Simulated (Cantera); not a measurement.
Gas mixture: 100 % N2, at 5.10 bar, frozen composition.

Cantera's kinetic-theory transport with the Lennard-Jones parameters of GRI-Mech 3.0, ideal gas; thermal conductivity in the mixture-averaged form.

One state of this run: ρ (kg/m³) = 1.91; cp (J/kg/K) = 1147; μ (µPa s) = 38.7; λ (mW/m/K) = 62.9; Pr = 0.706; D (cm²/s) OH = 0.408; D (cm²/s) NO = 0.266; D (cm²/s) O = 0.416. D: mixture-averaged diffusion coefficient of that species in the mixture.

Which value of T (K) does it belong to?
A. 2400
B. 1150
C. 1650
D. 900

D, 900
